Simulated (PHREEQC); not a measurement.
0.21 g of hydrous ferric oxide (600 m²/g; 0.2 weak and 0.005 strong sites per Fe, Dzombak-Morel constants, diffuse double layer) in 1 kg of water with 0.01 mol/kgw of an inert sodium salt and 0.00065 mol NaF, at 25 °C; the pH is set by adding NaOH or the inert anion's acid. Oxygen is held at 0.21 atm. No CO2 enters from the air. Precipitation was switched off in this run.

The numbers come from PHREEQC with the ion-association model, wateq4f.dat.

```json
[
 {"pH": "3", "F sorbed (%)": "44.9", "surface charge σ (C/m²)": "0.136", "surface potential ψ (mV)": "157"},
 {"pH": "3.5", "F sorbed (%)": "47.2", "surface charge σ (C/m²)": "0.111", "surface potential ψ (mV)": "149"},
 {"pH": "4", "F sorbed (%)": "45.9", "surface charge σ (C/m²)": "0.092", "surface potential ψ (mV)": "140"},
 {"pH": "4.5", "F sorbed (%)": "41.9", "surface charge σ (C/m²)": "0.074", "surface potential ψ (mV)": "128"},
 {"pH": "5", "F sorbed (%)": "35.9", "surface charge σ (C/m²)": "0.057", "surface potential ψ (mV)": "115"},
 {"pH": "5.5", "F sorbed (%)": "28.8", "surface charge σ (C/m²)": "0.042", "surface potential ψ (mV)": "101"},
 {"pH": "6", "F sorbed (%)": "21.3", "surface charge σ (C/m²)": "0.031", "surface potential ψ (mV)": "85"},
 {"pH": "6.5", "F sorbed (%)": "14.2", "surface charge σ (C/m²)": "0.021", "surface potential ψ (mV)": "68"},
 {"pH": "7", "F sorbed (%)": "8.2", "surface charge σ (C/m²)": "0.014", "surface potential ψ (mV)": "50"},
 {"pH": "7.5", "F sorbed (%)": "4.0", "surface charge σ (C/m²)": "0.007", "surface potential ψ (mV)": "28"},
 {"pH": "8", "F sorbed (%)": "1.6", "surface charge σ (C/m²)": "0.001", "surface potential ψ (mV)": "4"},
 {"pH": "8.5", "F sorbed (%)": "0.6", "surface charge σ (C/m²)": "-0.005", "surface potential ψ (mV)": "-22"},
 {"pH": "9", "F sorbed (%)": "0.2", "surface charge σ (C/m²)": "-0.013", "surface potential ψ (mV)": "-49"}
]
```

The oxide is taken as insoluble; below pH 4 it would dissolve.
